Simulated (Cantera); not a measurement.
**Abatement and gas-phase synthesis: HBr + O2 + H2**

Feed: 1 mol HBr, 0.43 mol O2, 1.1 mol H2, at 11.3 Torr.

Cantera equilibrium calculation (NASA polynomials, part measured and part estimated; ideal gas, pure solids and liquids). Candidate condensed phases: Br2, H2O; 12 gas species. The numbers say what is thermodynamically allowed, not how fast it happens.

```csv
T (K),log p HBr,log p H2O,log p Br,log p H2,log p H
1273,-2.15,-2.21,-4.47,-2.76,-7.53
1373,-2.15,-2.21,-4.02,-2.76,-6.86
1473,-2.16,-2.21,-3.64,-2.74,-6.27
1573,-2.18,-2.22,-3.33,-2.72,-5.75
1673,-2.22,-2.22,-3.07,-2.68,-5.28
1773,-2.26,-2.23,-2.87,-2.64,-4.86
1873,-2.33,-2.24,-2.71,-2.59,-4.49
1973,-2.40,-2.25,-2.59,-2.55,-4.14
2073,-2.50,-2.27,-2.50,-2.52,-3.84
2173,-2.60,-2.28,-2.43,-2.49,-3.56
2273,-2.71,-2.30,-2.39,-2.48,-3.31
```
log p: log10 of the partial pressure in bar; nothing condenses.

From 1273 K to 2273 K nothing is condensed.
